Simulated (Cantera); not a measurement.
An adiabatic, constant-volume homogeneous reactor starts with CH4 : H2 : O2 : N2 : CO2 = 1 : 1.2 : 4.64 : 29.2 : 2.8 (molar parts), equivalence ratio 0.56, at 1575 K and 19.0 bar. Integrator tolerance rtol = 1e-08.

Computed with Cantera and GRI-Mech 3.0 (53 species, 325 reactions). The pressure lies above the range GRI-Mech 3.0 was tuned for (to about 10 atm).

Task: What does this change do: constant pressure in place of constant volume?

Result: 
| quantity | before | after |
|---|---|---|
| time of steepest temperature rise | 10.3 µs | 11.4 µs |
| temperature at 0.400 s | 2423 K | 2272 K |
| equilibrium temperature | 2423 K | 2272 K |
| x(CH4) at 0.400 s | <1e-12 (gas-phase equilibrium <1e-12) | <1e-12 (gas-phase equilibrium <1e-12) |
| x(H2) at 0.400 s | 0.000281 (gas-phase equilibrium 0.000281) | 0.000151 (gas-phase equilibrium 0.000151) |
| x(O2) at 0.400 s | 0.0486 (gas-phase equilibrium 0.0486) | 0.0497 (gas-phase equilibrium 0.0497) |
| x(N2O) at 0.400 s | 2.77e-6 (gas-phase equilibrium 2.77e-6) | 1.68e-6 (gas-phase equilibrium 1.68e-6) |
| x(CO2) at 0.400 s | 0.0972 (gas-phase equilibrium 0.0972) | 0.0983 (gas-phase equilibrium 0.0983) |
| x(NO) at 0.400 s | 0.00948 (gas-phase equilibrium 0.00948) | 0.00709 (gas-phase equilibrium 0.00709) |

Task: What does this change do: pressure from 19.0 bar to 1.01 bar?

Result: 
| quantity | before | after |
|---|---|---|
| time of steepest temperature rise | 10.3 µs | 90.1 µs |
| temperature at 0.400 s | 2423 K | 2367 K |
| equilibrium temperature | 2423 K | 2367 K |
| x(CH4) at 0.400 s | <1e-12 (gas-phase equilibrium <1e-12) | <1e-12 (gas-phase equilibrium <1e-12) |
| x(H2) at 0.400 s | 0.000281 (gas-phase equilibrium 0.000281) | 0.000878 (gas-phase equilibrium 0.000878) |
| x(O2) at 0.400 s | 0.0486 (gas-phase equilibrium 0.0486) | 0.0502 (gas-phase equilibrium 0.0502) |
| x(N2O) at 0.400 s | 2.77e-6 (gas-phase equilibrium 2.77e-6) | 5.76e-7 (gas-phase equilibrium 5.76e-7) |
| x(CO2) at 0.400 s | 0.0972 (gas-phase equilibrium 0.0972) | 0.0929 (gas-phase equilibrium 0.0929) |
| x(NO) at 0.400 s | 0.00948 (gas-phase equilibrium 0.00948) | 0.00864 (gas-phase equilibrium 0.00864) |
